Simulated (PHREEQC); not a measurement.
Consider water at 45 °C with 0.24 mol HF, 7.5e-05 mol NH4HF2, 0.0022 mol H2SiF6 and 5.7e-05 mol H3PO4 per kg of water. Closed to the air; pH follows from the charge balance.

Computed with PHREEQC (ion-association model, wateq4f.dat).

No solid was allowed to form.

Problem. What pH does the model give?

Solution. pH 1.87.

Problem. In which forms is F present?

Solution. HF 64 %, H2F2 25 %, SiF6-2 5.2 %, HF2- 3.5 %, F- 2.5 % of the F.

Species that the database lacks are ignored. wateq4f.dat counts part of the HF as a dimer, H2F2, which phreeqc.dat doesn't know; its constant is uncertain. H3PO4, which wateq4f.dat lacks, is added to it with the constant of phreeqc.dat. At this temperature some constants are extrapolated from 25 °C, and those without enthalpy data are left unchanged. SiF6-2 is the database's only silicon fluoride.
